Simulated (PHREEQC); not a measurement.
Nickel, zinc or cadmium bath

Make-up at 25 °C: 0.0081 mol/kgw CdCl2, 0.026 mol/kgw Na2SO4 and 0.0021 mol/kgw NiCl2. Closed to the air; pH follows from the charge balance.

All values are PHREEQC results (ion-association model, wateq4f.dat), not measurements.

This is a speciation only: nothing precipitates in the calculation.

Task: Estimate the pH, ionic strength.

Result: pH 6.20; ionic strength 0.0851 mol/kgw.

Task: In which forms is S present?

Result: SO4-2 76 %, CdSO4 9.7 %, NaSO4- 7.4 %, Cd(SO4)2-2 4.3 %, NiSO4 2.9 % of the S.

Species that the database lacks are ignored.
